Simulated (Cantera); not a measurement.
Input: 1 mol Si2H6, a varied amount of O3, 36 mol H2, at 852 °C and 0.0330 bar.

Cantera equilibrium calculation (NASA polynomials, part measured and part estimated; ideal gas, pure solids and liquids). Candidate condensed phases: H2O, Si, SiO2; 18 gas species. The feed counts by its element totals alone. Mutual solubility and eutectic melting of coexisting phases are not modelled. Equilibrium is a limit: real reactors are often held back by kinetics, nucleation or transport.

Task: Which condensed phases are stable at each of these points (n(O3) (mol)): 0.13, 0.2, 0.3, 0.47, 0.72, 1.1, 1.7, 2.6, 4.1, 6.3?

Result: 
| n(O3) (mol) | condensed phases | Si condensed (%) |
|---|---|---|
| 0.13 | Si(s) + SiO2(β-quartz) | 100.0 |
| 0.2 | Si(s) + SiO2(β-quartz) | 100.0 |
| 0.3 | Si(s) + SiO2(β-quartz) | 100.0 |
| 0.47 | Si(s) + SiO2(β-quartz) | 100.0 |
| 0.72 | Si(s) + SiO2(β-quartz) | 100.0 |
| 1.1 | Si(s) + SiO2(β-quartz) | 100.0 |
| 1.7 | SiO2(β-quartz) | 100.0 |
| 2.6 | SiO2(β-quartz) | 100.0 |
| 4.1 | SiO2(β-quartz) | 100.0 |
| 6.3 | SiO2(β-quartz) | 100.0 |

From 0.13 mol O3 to 1.1 mol O3 the condensed part is Si(s) + SiO2(β-quartz). From 1.7 mol O3 to 6.3 mol O3 the condensed part is SiO2(β-quartz).
